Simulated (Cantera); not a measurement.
A freely propagating, adiabatic, planar premixed flame of 2.43 % CH₄, 0.316 % C₂H₆, 2.67 % C₃H₈, 19.3 % O₂, 75.3 % N₂, unburnt at 600 K and 2.50 bar; mixture-averaged transport, grid criteria slope 0.08 and curve 0.16, no radiation.

Cantera simulation using GRI-Mech 3.0 (53 species, 325 reactions); the numbers are that mechanism's predictions, not measurements. GRI-Mech 3.0 was tuned for natural gas; its chemistry of propane as a main component is partial and can be far from experiment. Burning velocities carry a grid error of a few per cent, more on coarse grids.

Predict: laminar burning velocity; thermal thickness; peak x(H₂O₂); peak x(H₂).


| Item | Result |
|---|---|
| laminar burning velocity | 116 cm/s |
| thermal thickness | 0.137 mm |
| peak x(H₂O₂) | 3.66e-5 |
| peak x(H₂) | 0.0198 |
